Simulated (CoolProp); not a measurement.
The numbers come from the reference Helmholtz-energy equation of state, Lemmon 2006 in CoolProp. It is a short technical equation, of lower accuracy than the large ones.

**Question.** For carbonyl sulfide, give the phase and the density (kg/m³), cp (kJ/(kg K)), isothermal compressibility (1/MPa), expansivity (1/kK) at 372.4 K and 8.24 MPa; 409.3 K and 8.24 MPa; 593.7 K and 8.24 MPa.

**Answer.** 
- 372.4 K and 8.24 MPa: liquid; density 741, cp 2.04, isothermal compressibility 0.0285, expansivity 8.56
- 409.3 K and 8.24 MPa: supercritical; density 283, cp 2.52, isothermal compressibility 0.295, expansivity 18.9
- 593.7 K and 8.24 MPa: supercritical; density 110, cp 0.968, isothermal compressibility 0.132, expansivity 2.41
